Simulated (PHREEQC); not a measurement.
Make-up at 20 °C: 0.017 mol HI and 0.00011 mol CdBr2 per kg of water. Closed to the air; pH follows from the charge balance.

All values are PHREEQC results (ion-association model, wateq4f.dat), not measurements.

No solid was allowed to form.

Problem. Order these Cd species by the share of Cd that they hold, largest first: CdI2, CdBr+, Cd+2, CdI+.

Solution. CdI+ (50 %), Cd+2 (33 %), CdI2 (17 %), CdBr+ (0.65 %)

The pH is 1.82 and the ionic strength 0.0172 mol/kgw. Complexes and solids missing from the database can't appear.
